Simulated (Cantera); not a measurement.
Feed: 1 mol C₂F₆, 0.8 mol HCl, at 2198.15 K and 0.0220 bar.

Equilibrium computed with Cantera from the NASA thermochemical tables; the gas is ideal and each condensed phase is pure. Candidate condensed phases: C, C₆H₆, C₇H₈, C₈H₁₈; 118 gas species. The feed counts by its element totals alone. Gases not in the tables: C₂F₆ and larger saturated fluorocarbons. Equilibrium is a limit: real reactors are often held back by kinetics, nucleation or transport.

Base state: CF₄ 0.269, HF 0.234, Cl 0.233, CF₂ 0.173, F 0.0794, CF₃ 0.00949, CF 0.000894, HCl 0.000807 (mole fractions); condensed: C(graphite).

### Question
What changes in the equilibrium state with this change: 0.17 mol CH₄ added?

### Answer
| species | before | after |
|---|---|---|
| HF | 0.234 | 0.377 |
| Cl | 0.233 | 0.202 |
| CF₄ | 0.269 | 0.192 |
| CF₂ | 0.173 | 0.146 |
| F | 0.0794 | 0.0730 |
| HCl | 0.000807 | 0.00122 |
| CClF₃ | 0.000422 | 0.000285 |
| Cl₂ | 0.000549 | 0.000414 |
| C(graphite), mol | 0.463 | 0.815 |
